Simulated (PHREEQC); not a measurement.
A column of 0.2 m (30 cells, dispersivity 0.016 m, 60 s a shift, diffusion coefficient 3e-10 m²/s) holds 0.035 eq of the database's cation exchanger X per kg of pore water, first in equilibrium with 19 mmol/kgw ZnCl2 and 0.01 mmol/kgw HCl. It is flushed with 0.0051 mol/kgw MgCl2, 0.0025 mol/kgw MnCl2, 0.019 mol/kgw Na2SO4 and 1e-05 mol/kgw HCl, at 40 °C. Values are for the last cell. CO2 from the air is kept out. Nothing may precipitate in this run.

Base run: PHREEQC, ion-association model, phreeqc.dat. Each further column changes one thing. The table gives Na in solution (mol/kgw).

| pore volumes | base | exchange capacity from 0.035 to 0.018 eq/kgw | dispersivity from 0.016 to 0.032 m |
|---|---|---|---|
| 0 | 0 | 0 | 0 |
| 0.2833 | 5.32e-6 | 9.06e-6 | 0.000201 |
| 0.6833 | 0.00508 | 0.00631 | 0.00878 |
| 0.95 | 0.0145 | 0.0168 | 0.0170 |
| 1.217 | 0.0230 | 0.0255 | 0.0236 |
| 1.617 | 0.0309 | 0.0329 | 0.0299 |
| 1.883 | 0.0337 | 0.0352 | 0.0325 |
| 2.15 | 0.0354 | 0.0365 | 0.0342 |
| 2.417 | 0.0363 | 0.0371 | 0.0354 |
| 2.817 | 0.0371 | 0.0376 | 0.0364 |
| 3.083 | 0.0374 | 0.0378 | 0.0369 |
| 3.35 | 0.0376 | 0.0379 | 0.0372 |
| 3.75 | 0.0377 | 0.0379 | 0.0375 |
| 4.017 | 0.0378 | 0.0379 | 0.0376 |

Away from 25 °C the constants follow the database's enthalpies or fits; those with neither stay at their 25 °C values.
